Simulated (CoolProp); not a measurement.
Model: reference Helmholtz-energy equation of state, Thol 2021, in CoolProp.

Give the vapour pressure (bar), liquid density (kg/m³), vapour density (kg/m³), liquid cp (kJ/(kg K)) of saturated chlorine at 309.5, 327.1, 362.2 K.


```tsv
T (K)	p (bar)	liquid density (kg/m³)	vapour density (kg/m³)	liquid cp (kJ/(kg K))
309.5	10.4	1360	33.0	1.01
327.1	15.8	1300	49.8	1.05
362.2	32.0	1160	104	1.21
```
